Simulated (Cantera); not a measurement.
A closed system holds: 1 mol HCl, 0.13 mol H₂O, 0.91 mol N₂, held at 1973 K and 4.60 bar.

Method: chemical equilibrium by Gibbs-energy minimisation in Cantera with the NASA 1993 tables (ideal gas, pure condensed phases). Candidate condensed phases: H₂O, NH₄Cl; 29 gas species. Equilibrium is a limit: real reactors are often held back by kinetics, nucleation or transport.

Base state: HCl 0.484, N₂ 0.445, H₂O 0.0635, Cl 0.00452, H₂ 0.00254, Cl₂ 0.000212, OH 7.52e-5, NO 3.18e-5 (mole fractions); condensed: gas only.

Q: What changes in the equilibrium state with this change: pressure from 4.60 bar to 1.33 mbar?

A: 
| species | before | after |
|---|---|---|
| N₂ | 0.445 | 0.430 |
| HCl | 0.484 | 0.408 |
| Cl | 0.00452 | 0.0646 |
| H₂ | 0.00254 | 0.0304 |
| H₂O | 0.0635 | 0.0595 |
| O | 6.91e-7 | 0.000187 |
| H | 3.17e-5 | 0.00644 |
